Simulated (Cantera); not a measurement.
An adiabatic, constant-pressure homogeneous reactor starts with CH4 : O2 : N2 = 1 : 3.39 : 12.7 (molar parts), equivalence ratio 0.59, at 1800 K and 5.00 bar. Integrator tolerance rtol = 1e-08.

Detailed kinetics in Cantera: GRI-Mech 3.0 (53 species, 325 reactions).

Problem. What does this change do: CH4 1 to 0.67 parts?

Solution. 
```json
[
 {"quantity": "time of steepest temperature rise", "before": "26.8 µs", "after": "26.2 µs"},
 {"quantity": "temperature at 0.200 s", "before": "2744 K", "after": "2523 K"},
 {"quantity": "equilibrium temperature", "before": "2744 K", "after": "2523 K"},
 {"quantity": "x(CH4) at 0.200 s", "before": "<1e-12 (gas-phase equilibrium <1e-12)", "after": "<1e-12 (gas-phase equilibrium <1e-12)"},
 {"quantity": "x(O2) at 0.200 s", "before": "0.0711 (gas-phase equilibrium 0.0711)", "after": "0.112 (gas-phase equilibrium 0.112)"},
 {"quantity": "x(C2H) at 0.200 s", "before": "<1e-12 (gas-phase equilibrium <1e-12)", "after": "<1e-12 (gas-phase equilibrium <1e-12)"},
 {"quantity": "x(H2) at 0.200 s", "before": "0.00306 (gas-phase equilibrium 0.00306)", "after": "0.000671 (gas-phase equilibrium 0.000671)"},
 {"quantity": "x(HCN) at 0.200 s", "before": "1.38e-10 (gas-phase equilibrium 1.38e-10)", "after": "4.41e-12 (gas-phase equilibrium 4.41e-12)"}
]
```

Problem. What does this change do: CH4 1 to 0.33 parts?

Solution. 
| quantity | before | after |
|---|---|---|
| time of steepest temperature rise | 26.8 µs | 26.7 µs |
| temperature at 0.200 s | 2744 K | 2198 K |
| equilibrium temperature | 2744 K | 2195 K |
| x(CH4) at 0.200 s | <1e-12 (gas-phase equilibrium <1e-12) | <1e-12 (gas-phase equilibrium <1e-12) |
| x(O2) at 0.200 s | 0.0711 (gas-phase equilibrium 0.0711) | 0.161 (gas-phase equilibrium 0.160) |
| x(C2H) at 0.200 s | <1e-12 (gas-phase equilibrium <1e-12) | <1e-12 (gas-phase equilibrium <1e-12) |
| x(H2) at 0.200 s | 0.00306 (gas-phase equilibrium 0.00306) | 4.95e-5 (gas-phase equilibrium 4.88e-5) |
| x(HCN) at 0.200 s | 1.38e-10 (gas-phase equilibrium 1.38e-10) | <1e-12 (gas-phase equilibrium <1e-12) |
